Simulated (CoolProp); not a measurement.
The numbers come from the reference Helmholtz-energy equation of state, McLinden 2015 in CoolProp.

**Question.** For the fluoroketone C6F12O (FK-5-1-12), give the phase and the cv (kJ/(kg K)), expansivity (1/kK) at 435.6 K and 6.47 MPa.

**Answer.** 
- 435.6 K and 6.47 MPa: liquid; cv 1.01, expansivity 3.45
